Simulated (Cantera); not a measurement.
Charge: 1 mol SO2, 0.037 mol H2O, 0.21 mol H2, held at 2750 K and 1.00 bar.

Cantera equilibrium calculation (NASA polynomials, part measured and part estimated; ideal gas, pure solids and liquids). Candidate condensed phases: H2O, H2SO4, S; 19 gas species. Equilibrium is a limit: real reactors are often held back by kinetics, nucleation or transport.

Base state: SO2 0.635, H2O 0.151, SO 0.132, H2 0.0271, OH 0.0168, H 0.0113, O2 0.00994, S 0.00629 (mole fractions); condensed: gas only.

Q: What changes in the equilibrium state with this change: pressure from 1.00 bar to 0.0100 bar?

A: 
| species | before | after |
|---|---|---|
| SO2 | 0.635 | 0.305 |
| SO | 0.132 | 0.236 |
| O | 0.00443 | 0.120 |
| H2O | 0.151 | 0.0398 |
| H | 0.0113 | 0.111 |
| O2 | 0.00994 | 0.0724 |
| S | 0.00629 | 0.0415 |
| OH | 0.0168 | 0.0449 |
| H2 | 0.0271 | 0.0264 |
| H2S | 0.000200 | 1.29e-5 |
| S2O | 0.000436 | 5.13e-5 |
| SO3 | 7.85e-5 | 1.02e-5 |

Q: What changes in the equilibrium state with this change: SO2 replaced by SF6?

A: 
```csv
species,before,after
F,0,0.746
HF,0,0.0881
SF2,0,0.0865
SO2,0.635,0.000456
H2O,0.151,<1e-9
SF,0,0.0461
H2,0.0271,<1e-9
OH,0.0168,6.21e-8
H,0.0113,2.09e-6
SO,0.132,0.00478
S2,0.00304,0.0100
S,0.00629,0.0114
SF3,0,0.00317
S2F2 (SSF2),0,0.00225
SOF2,0,0.000779
```
The tables' values for SF3, S2F2 (SSF2), SOF2, FS2F (FSSF) are old estimates; treat these amounts as uncertain.
